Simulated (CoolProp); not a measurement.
Fluoroethane (R161) at 321.95 K and 2.69 MPa is throttled through a valve to 1.19 MPa with no heat exchange. Each further row changes one setting.

Values from CoolProp's reference Helmholtz-energy equation of state, Wu 2012.

| case | temperature change (K) | final phase | final density (kg/m³) |
|---|---|---|---|
| as stated | (withheld) | (withheld) | (withheld) |
| outlet pressure 0.357 MPa | -54.8 | (withheld) | 25.7 |
| outlet pressure 1.55 MPa | (withheld) | (withheld) | (withheld) |

Q: Fill in the missing entries.

A: 
- as stated, temperature change (K): -14.2
- as stated, final phase: two-phase, vapour fraction 0.105
- as stated, final density (kg/m³): 197
- outlet pressure 0.357 MPa, final phase: two-phase, vapour fraction 0.321
- outlet pressure 1.55 MPa, temperature change (K): -3.5
- outlet pressure 1.55 MPa, final phase: two-phase, vapour fraction 0.027
- outlet pressure 1.55 MPa, final density (kg/m³): 455
